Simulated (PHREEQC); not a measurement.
0.32 g of hydrous ferric oxide (600 m²/g; 0.2 weak and 0.005 strong sites per Fe, Dzombak-Morel constants, diffuse double layer) in 1 kg of water with 0.1 mol/kgw of an inert sodium salt and 0.0047 mmol/kgw H3BO3, 0.05 mmol/kgw Ag2SO4 and 0.065 mmol/kgw CuSO4, at 25 °C; the pH is set by adding NaOH or the inert anion's acid. Oxygen is held at 0.21 atm. The system is closed to CO2. Nothing may precipitate in this run.

Equilibrium calculation in PHREEQC: ion-association model, wateq4f.dat.

| pH | B sorbed (%) | S sorbed (%) | Ag sorbed (%) |
|---|---|---|---|
| 3 | 0.0 | 95.4 | 0.0 |
| 3.5 | 0.0 | 95.1 | 0.0 |
| 4 | 0.0 | 93.9 | 0.0 |
| 4.5 | 0.0 | 90.6 | 0.1 |
| 5 | 0.1 | 82.6 | 0.2 |
| 5.5 | 0.1 | 67.5 | 0.3 |
| 6 | 0.2 | 46.0 | 1.1 |
| 6.5 | 0.2 | 23.7 | 3.5 |
| 7 | 0.2 | 8.1 | 8.5 |
| 7.5 | 0.2 | 1.8 | 16.4 |
| 8 | 0.2 | 0.3 | 28.2 |
| 8.5 | 0.2 | 0.0 | 46.8 |
| 9 | 0.1 | 0.0 | 69.0 |
| 9.5 | 0.0 | 0.0 | 85.7 |
| 10 | 0.0 | 0.0 | 94.2 |
| 10.5 | 0.0 | 0.0 | 97.6 |
| 11 | 0.0 | 0.0 | 98.9 |

The database's constant for dissolved Cu(OH)2 is higher than later reviews accept. The oxide is taken as insoluble; below pH 4 it would dissolve.
